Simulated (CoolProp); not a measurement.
Saturated liquid density (kg/m³) of octamethylcyclotetrasiloxane (D4): the reference equation beside estimates from Tc = 586.5 K, pc = 1347 kPa, ω = 0.598.

Model: reference Helmholtz-energy equation of state, Thol 2015, in CoolProp.

```tsv
T (K)	reference	van der Waals	Redlich-Kwong
376.4	859.2	490.3	717.8
386.7	846.6	483.7	706.3
397	833.8	477.0	694.4
407.3	820.8	470.0	682.1
417.7	?	462.7	669.2
428	793.9	455.2	655.9
438.3	780.0	?	642.0
448.6	765.8	439.5	627.6
458.9	751.1	431.1	612.6
469.2	735.9	?	596.8
479.6	719.9	413.1	580.1
489.9	703.4	403.4	562.7
```

Problem. What belongs in the gaps?

Solution. 
- 417.7, reference: 807.4
- 438.3, van der Waals: 447.5
- 469.2, van der Waals: 422.3

Absolute difference from the reference over all 12 rows, mean and median: van der Waals 42.7 and 42.7 %, Redlich-Kwong 17.8 and 17.5 %.
